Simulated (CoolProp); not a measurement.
Vapour-liquid equilibrium of CH2F2 (R32) (1) + R227EA (2) at -18.25 °C; x and y are mole fractions of (1).

Values from CoolProp's multi-fluid Helmholtz-energy mixture model, Tillner-Roth 1997 and Lemmon 2016; pair parameters Bell 2016.

Q: Give the bubble pressure and the first vapour's composition at x = 0.35, 0.5, 0.8. Is there an azeotrope?

A: x = 0.35: 0.2400 MPa, y = 0.724; x = 0.5: 0.2922 MPa, y = 0.813; x = 0.8: 0.3781 MPa, y = 0.926. No azeotrope shows between x = 0.05 and 0.95.

Pair parameters are fitted to limited data, so mixtures are less certain than the pure fluids.
